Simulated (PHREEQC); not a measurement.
## Cooling-tower water: speciation

Model water analysis in mg/L, 25 °C, pH 7.05, pe 1.3:

| constituent | mg/L |
|---|---|
| Na | 171 |
| K | 41.7 |
| Ca | 126 |
| Mg | 111 |
| Cl | 203 |
| S(6) as SO4 | 565 |
| Alkalinity as HCO3 | 388 |
| F | 2.23 |

Cl is adjusted to close the charge balance.
Valence states are taken as typed.

The numbers come from PHREEQC with the ion-association model, wateq4f.dat.

No solid was allowed to form.

Problem. What ionic strength does the model give?

Solution. ionic strength 0.0306 mol/kgw.

Problem. In which forms is K present?

Solution. K+ 98 %, KSO4- 1.5 % of the K.

Species that the database lacks are ignored.
